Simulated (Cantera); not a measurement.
Feed: 1 mol Si2H6, 760 mol H2, equilibrated at 900 K and 1.00 bar.

Equilibrium computed with Cantera from the NASA thermochemical tables; the gas is ideal and each condensed phase is pure. Candidate condensed phases: Si; 9 gas species. The feed counts by its element totals alone. Equilibrium is a limit: real reactors are often held back by kinetics, nucleation or transport.

Base state: H2 1.00 (mole fractions); condensed: Si(s).

Problem. What changes in the equilibrium state with this change: Si2H6 replaced by SiCl4?

Solution. 
```
species     before     after
----------  ------  --------
H2            1.00     0.998
HCl              0   0.00118
SiHCl3           0  0.000790
SiCl4            0  0.000330
SiH2Cl2          0  0.000179
Si(s), mol    2.00         0
```
